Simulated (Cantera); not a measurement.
**B + H2O + N2 (boron, boron nitride and boron oxide)**

Feed: 1 mol B, 3.1 mol H2O, 0.87 mol N2, held at 100000 Pa.

Method: chemical equilibrium by Gibbs-energy minimisation in Cantera with the NASA 1993 tables (ideal gas, pure condensed phases). Candidate condensed phases: B, BN, B2O3, B3O3H3, H2O; 39 gas species. Gases not in the tables: H3BO3. Rates play no part.

| T (K) | log p H2O | log p H2 | log p N2 | log p HBO2 | log p B2O3 | n B2O3(l) |
|---|---|---|---|---|---|---|
| 1148 | -0.40 | -0.42 | -0.66 | -3.62 | -8.81 | 0.478 |
| 1248 | -0.40 | -0.42 | -0.66 | -2.99 | -7.38 | 0.483 |
| 1348 | -0.40 | -0.42 | -0.66 | -2.47 | -6.18 | 0.483 |
| 1448 | -0.40 | -0.42 | -0.66 | -2.02 | -5.14 | 0.473 |
| 1548 | -0.41 | -0.43 | -0.66 | -1.64 | -4.25 | 0.448 |
| 1648 | -0.43 | -0.43 | -0.67 | -1.32 | -3.47 | 0.396 |
| 1748 | -0.47 | -0.44 | -0.68 | -1.04 | -2.79 | 0.300 |
| 1848 | -0.53 | -0.46 | -0.70 | -0.81 | -2.18 | 0.134 |
| 1948 | -0.58 | -0.48 | -0.71 | -0.71 | -1.86 | 0 |
log p: log10 of the partial pressure in bar; n: condensed amount in mol.

From 1148 K to 1848 K the condensed part is B2O3(l). At 1948 K nothing is condensed. The share of B in condensed phases is highest at 1248 K (96.7 %) and lowest at 1948 K (0.0 %).
